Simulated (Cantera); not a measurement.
Feed: 1 mol SiH4, 1.9 mol HCl, 9.3 mol H2, held at 2475 K and 0.300 bar.

Cantera equilibrium calculation (NASA polynomials, part measured and part estimated; ideal gas, pure solids and liquids). The tables' values for SiCl, SiCl3 are old estimates; treat these amounts as uncertain. Gases not in the tables: Si2H6 and higher silanes. The numbers say what is thermodynamically allowed, not how fast it happens.

| species | before | after |
|---|---|---|
| H2 | 0.825 | 0.863 |
| HCl | 0.0973 | 0.0986 |
| SiCl2 | 0.0173 | 0.0207 |
| H | 0.0373 | 0.0126 |
| Si | 0.0131 | 0.00197 |
| Si2 | 0.000337 | 3.48e-5 |
| Si3 | 5.88e-5 | 6.65e-6 |
| SiH | 0.00179 | 0.000404 |
| SiCl | 0.00357 | 0.00117 |
| Cl | 0.00312 | 0.00104 |
| SiH2 | 0.000771 | 0.000323 |
| Si(l), mol | 0.488 | 0.670 |
Gas species are given as mole fractions.

Problem. Which change was made?
A) temperature from 2475 K to 1523 K
B) H2 from 9.3 to 2.9 mol
C) HCl from 1.9 to 0.025 mol
D) temperature from 2475 K to 2250 K

Solution. D, temperature from 2475 K to 2250 K
